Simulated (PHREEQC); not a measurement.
Dissolve 0.21 mol CuCl2 and 0.0083 mol HBF4 per kg of water at 5 °C. Closed to the air; pH follows from the charge balance.

Equilibrium calculation in PHREEQC: ion-association model, phreeqc.dat.

No solid was allowed to form.

Problem. Estimate the pH, density, activity of water.

Solution. pH 2.18; density 1.027 g/cm³; activity of water 0.989.

Problem. In which forms is F present?

Solution. BF4- 82 %, HF 9.4 %, BF3OH- 4.3 %, F- 2.4 %, CuF+ 1.4 %, BF2(OH)2- 0.5 % of the F.

Constants without temperature data keep their 25 °C values here. Real BF4- forms and hydrolyses slowly; the run takes it at equilibrium.
